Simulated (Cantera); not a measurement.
A Cantera script and what it prints.

```python
import numpy as np
import cantera as ct

gas_names = """
    B BCL BCL2 BCL3 BH BH2 BH3 BN BO BOCL BO2 B2 B2O B2O2 B2O3 B3O3CL3 B3O3H3 CL CLO CL2 H HBO HBO2 HCL
    HNO HNO2 HNO3 HOCL HO2 H2 H2O H2O2 H3B3O6 N NH NH2 NH3 NH2OH NO NO2 NO3 N2 N2H2 N2H4 N2O O OH O2 O3
""".split()
cond_names = """
    B(b) B(L) BN(s) B2O3(L) B3O3H3(cr) H2O(s) H2O(L) NH4CL(a) NH4CL(b)
""".split()


def load(file, names, dense=False):
    # The tables refer to 1 bar. Condensed volumes are neglected.
    table = {s.name: s for s in ct.Species.list_from_file(file)}
    out = []
    for n in names:
        d = dict(table[n].input_data)
        d["thermo"] = dict(d["thermo"], **{"reference-pressure": 1e5})
        if dense:
            d["equation-of-state"] = {"model": "constant-volume", "density": "1e6 g/cm^3"}
        out.append(ct.Species.from_dict(d))
    return out


gas = ct.Solution(thermo="ideal-gas", species=load("nasa_gas.yaml", gas_names))
cond = {s.name: ct.Solution(thermo="fixed-stoichiometry", species=[s], name=s.name)
        for s in load("nasa_condensed.yaml", cond_names, dense=True)}
atoms = {
    'BCl3': {'B': 1, 'CL': 3},
    'NH3': {'N': 1, 'H': 3},
    'H2O': {'H': 2, 'O': 1},
}
top_T = {'BN(s)': 3200}  # K; cautious upper limits of use, not melting points


def equilibrate(T, P, feed):
    n = {}
    for name, mol in feed.items():
        for a, k in atoms[name].items():
            n[a] = n.get(a, 0.0) + k * mol
    gas.TPX = T, P, n
    mass = sum(n.values()) * gas.mean_molecular_weight
    gas.equilibrate("TP")
    valid = [c for c in cond.values() if c.min_temp <= T <= top_T.get(c.name, c.max_temp)]
    mix = ct.Mixture([(gas, mass / gas.mean_molecular_weight)] + [(c, 0.0) for c in valid])
    mix.T, mix.P = T, P
    mix.equilibrate("TP", solver="vcs", rtol=1e-11, max_steps=5000)
    return mix


results = []
T = 2223.15  # K
P = 5600  # Pa
for m in [0.89, 2.3, 3.8, 5.2, 6.7, 8.2, 9.6, 11, 13, 14, 15]:
    feed = {'BCl3': 1, 'NH3': 12, 'H2O': m}  # mol
    mix = equilibrate(T, P, feed)
    results.append((T, P, feed, dict(zip(mix.species_names, mix.species_moles))))
    x = sorted(zip(gas.X, gas.species_names), reverse=True)
    print(f"T = {T:g} K  P = {P:g} Pa  n(H2O) = {m:g} mol  gas = {mix.phase_moles(0):.4g} mol")
    print("   x: " + "  ".join(f"{s} {v:.3e}" for v, s in x if v > 1e-06))
    print("   condensed (mol): " + ("  ".join(f"{mix.phase(i).name} {mix.phase_moles(i):.4g}"
          for i in range(1, mix.n_phases) if mix.phase_moles(i) > 1e-12) or "none"))
```

It prints:

```
T = 2223.15 K  P = 5600 Pa  n(H2O) = 0.89 mol  gas = 27.32 mol
   x: H2 6.207e-01  N2 2.196e-01  HCL 1.004e-01  H 2.135e-02  HBO 1.919e-02  BO 7.867e-03  BCL 4.057e-03  BOCL 2.595e-03  CL 2.506e-03  B2O2 1.197e-03  HBO2 1.434e-04  BCL2 1.132e-04  BH2 7.891e-05  B2O3 5.716e-05  H2O 5.171e-05  B2O 1.649e-05  BCL3 6.511e-06  B 5.756e-06  BH 1.175e-06
   condensed (mol): none
T = 2223.15 K  P = 5600 Pa  n(H2O) = 2.3 mol  gas = 28.68 mol
   x: H2 6.110e-01  N2 2.092e-01  HCL 1.012e-01  H2O 2.253e-02  H 2.118e-02  HBO2 2.001e-02  HBO 6.049e-03  B2O3 2.554e-03  CL 2.546e-03  BO 2.499e-03  BOCL 8.378e-04  B2O2 1.209e-04  BO2 1.206e-04  OH 1.128e-04  NO 3.068e-06  BCL 2.959e-06  O 2.711e-06
   condensed (mol): none
T = 2223.15 K  P = 5600 Pa  n(H2O) = 3.8 mol  gas = 30.17 mol
   x: H2 5.845e-01  N2 1.988e-01  HCL 9.658e-02  H2O 6.490e-02  HBO2 2.590e-02  H 2.071e-02  HBO 2.601e-03  CL 2.484e-03  B2O3 1.486e-03  BO 1.099e-03  BOCL 3.593e-04  OH 3.322e-04  BO2 1.596e-04  B2O2 2.335e-05  NO 9.005e-06  O 8.164e-06
   condensed (mol): none
T = 2223.15 K  P = 5600 Pa  n(H2O) = 5.2 mol  gas = 31.58 mol
   x: H2 5.595e-01  N2 1.900e-01  H2O 1.043e-01  HCL 9.234e-02  HBO2 2.695e-02  H 2.026e-02  CL 2.428e-03  HBO 1.611e-03  B2O3 1.000e-03  BO 6.957e-04  OH 5.457e-04  BOCL 2.223e-04  BO2 1.697e-04  NO 1.478e-05  O 1.371e-05  B2O2 9.364e-06  O2 1.076e-06
   condensed (mol): none
T = 2223.15 K  P = 5600 Pa  n(H2O) = 6.7 mol  gas = 33.09 mol
   x: H2 5.344e-01  N2 1.813e-01  H2O 1.437e-01  HCL 8.813e-02  HBO2 2.684e-02  H 1.981e-02  CL 2.371e-03  HBO 1.112e-03  OH 7.694e-04  B2O3 7.202e-04  BO 4.915e-04  BO2 1.730e-04  BOCL 1.534e-04  NO 2.083e-05  O 1.977e-05  B2O2 4.674e-06  O2 2.238e-06
   condensed (mol): none
T = 2223.15 K  P = 5600 Pa  n(H2O) = 8.2 mol  gas = 34.6 mol
   x: H2 5.113e-01  H2O 1.800e-01  N2 1.734e-01  HCL 8.426e-02  HBO2 2.629e-02  H 1.937e-02  CL 2.317e-03  OH 9.853e-04  HBO 8.324e-04  B2O3 5.518e-04  BO 3.760e-04  BO2 1.732e-04  BOCL 1.147e-04  NO 2.667e-05  O 2.589e-05  O2 3.836e-06  B2O2 2.735e-06
   condensed (mol): none
T = 2223.15 K  P = 5600 Pa  n(H2O) = 9.6 mol  gas = 36.01 mol
   x: H2 4.914e-01  H2O 2.113e-01  N2 1.666e-01  HCL 8.094e-02  HBO2 2.563e-02  H 1.899e-02  CL 2.271e-03  OH 1.180e-03  HBO 6.645e-04  B2O3 4.469e-04  BO 3.062e-04  BO2 1.723e-04  BOCL 9.151e-05  NO 3.192e-05  O 3.162e-05  O2 5.722e-06  B2O2 1.814e-06
   condensed (mol): none
T = 2223.15 K  P = 5600 Pa  n(H2O) = 11 mol  gas = 37.43 mol
   x: H2 4.729e-01  H2O 2.403e-01  N2 1.603e-01  HCL 7.786e-02  HBO2 2.492e-02  H 1.863e-02  CL 2.226e-03  OH 1.367e-03  HBO 5.468e-04  B2O3 3.715e-04  BO 2.568e-04  BO2 1.707e-04  BOCL 7.527e-05  O 3.736e-05  NO 3.700e-05  O2 7.988e-06  B2O2 1.276e-06
   condensed (mol): none
T = 2223.15 K  P = 5600 Pa  n(H2O) = 13 mol  gas = 39.44 mol
   x: H2 4.488e-01  H2O 2.781e-01  N2 1.521e-01  HCL 7.383e-02  HBO2 2.390e-02  H 1.815e-02  CL 2.167e-03  OH 1.625e-03  HBO 4.298e-04  B2O3 2.950e-04  BO 2.072e-04  BO2 1.680e-04  BOCL 5.912e-05  O 4.557e-05  NO 4.396e-05  O2 1.188e-05
   condensed (mol): none
T = 2223.15 K  P = 5600 Pa  n(H2O) = 14 mol  gas = 40.45 mol
   x: H2 4.377e-01  H2O 2.957e-01  N2 1.483e-01  HCL 7.197e-02  HBO2 2.339e-02  H 1.792e-02  CL 2.139e-03  OH 1.749e-03  HBO 3.860e-04  B2O3 2.659e-04  BO 1.885e-04  BO2 1.666e-04  BOCL 5.307e-05  O 4.968e-05  NO 4.732e-05  O2 1.412e-05
   condensed (mol): none
T = 2223.15 K  P = 5600 Pa  n(H2O) = 15 mol  gas = 41.46 mol
   x: H2 4.271e-01  H2O 3.124e-01  N2 1.447e-01  HCL 7.020e-02  HBO2 2.290e-02  H 1.771e-02  CL 2.112e-03  OH 1.871e-03  HBO 3.490e-04  B2O3 2.413e-04  BO 1.725e-04  BO2 1.651e-04  O 5.378e-05  NO 5.061e-05  BOCL 4.796e-05  O2 1.655e-05
   condensed (mol): none
```

Equilibrium computed with Cantera from the NASA thermochemical tables; the gas is ideal and each condensed phase is pure. The tables' values for BCl, BOCl, BCl2, BH2 are old estimates; treat these amounts as uncertain.
